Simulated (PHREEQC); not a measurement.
**Brine**

Dissolve 0.3 mol/kgw NaBr and 8.8e-05 mol/kgw Na2SO4 at 22 °C. Closed to the air; pH follows from the charge balance.

Model: ion-association model, phreeqc.dat, run in PHREEQC.

```json
{
 "ionic_strength": "0.300 mol/kgw",
 "activity_of_water": "0.990",
 "specific_conductance": "26600 µS/cm",
 "density": "1.021 g/cm³"
}
```

| species | molality | activity | log γ |
|---|---|---|---|
| Na+ | 0.300 | 0.220 | -0.136 |
| Br- | 0.300 | 0.198 | -0.181 |
| SO4-2 | 6.39e-5 | 1.61e-5 | -0.598 |
| NaSO4- | 2.41e-5 | 1.74e-5 | -0.141 |
| OH- | 1.23e-7 | 8.28e-8 | -0.171 |
| H+ | 1.22e-7 | 9.59e-8 | -0.106 |

This is a speciation only: nothing precipitates in the calculation. Complexes and solids missing from the database can't appear.
